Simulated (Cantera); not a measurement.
Feed: 1 mol Pb, 0.87 mol O2, 26 mol N2, at 525 K and 0.0133 bar.

Method: chemical equilibrium by Gibbs-energy minimisation in Cantera with the NASA 1993 tables (ideal gas, pure condensed phases). Candidate condensed phases: Pb, PbO, PbO2, Pb3O4; 12 gas species. Equilibrium is a limit: real reactors are often held back by kinetics, nucleation or transport.

Base state: N2 0.986, O2 0.0140 (mole fractions); condensed: PbO(red).

**Question.** What changes in the equilibrium state with this change: temperature from 525 K to 1623.15 K?

**Answer.** 
| species | before | after |
|---|---|---|
| N2 | 0.986 | 0.943 |
| PbO | <1e-9 | 0.0220 |
| O2 | 0.0140 | 0.0202 |
| Pb | <1e-9 | 0.0143 |
| NO | <1e-9 | 0.000724 |
| O | <1e-9 | 2.35e-5 |
| PbO(red), mol | 1.00 | 0 |
Gases not in the tables: (PbO)n polymers.

**Question.** What changes in the equilibrium state with this change: temperature from 525 K to 1550 K?

**Answer.** 
```
species        before     after
-------------  ------  --------
N2              0.986     0.944
PbO             <1e-9    0.0253
O2             0.0140    0.0187
Pb              <1e-9    0.0110
NO              <1e-9  0.000506
PbO(red), mol    1.00         0
```
Gases not in the tables: (PbO)n polymers.

**Question.** What changes in the equilibrium state with this change: temperature from 525 K to 1373 K?

**Answer.** 
| species | before | after |
|---|---|---|
| N2 | 0.986 | 0.948 |
| PbO | <1e-9 | 0.0321 |
| O2 | 0.0140 | 0.0156 |
| Pb | <1e-9 | 0.00432 |
| NO | <1e-9 | 0.000185 |
| PbO(red), mol | 1.00 | 0 |
Gases not in the tables: (PbO)n polymers.
